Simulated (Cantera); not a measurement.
Input: 1 mol AlCl₃, 0.66 mol HCl, 2.9 mol N₂, 290 mol NH₃, held at 1750 K.

Method: chemical equilibrium by Gibbs-energy minimisation in Cantera with the NASA 1993 tables (ideal gas, pure condensed phases). Candidate condensed phases: Al, AlCl₃, AlN, NH₄Cl; 20 gas species. Equilibrium is a limit: real reactors are often held back by kinetics, nucleation or transport.

Which condensed phases are stable at each of these points (P (Pa)): 10, 28, 77, 220, 600, 1700, 4600, 13000, 36000, 100000?


```
P (Pa)  condensed phases  Al condensed (%)
------  ----------------  ----------------
10              gas only               0.0
28              gas only               0.0
77              gas only               0.0
220             gas only               0.0
600             gas only               0.0
1700            gas only               0.0
4600            gas only               0.0
13000           gas only               0.0
36000             AlN(s)              30.0
100000            AlN(s)              69.7
```

From 10.0 Pa to 13000 Pa nothing is condensed. From 36000 Pa to 100000 Pa the condensed part is AlN(s).
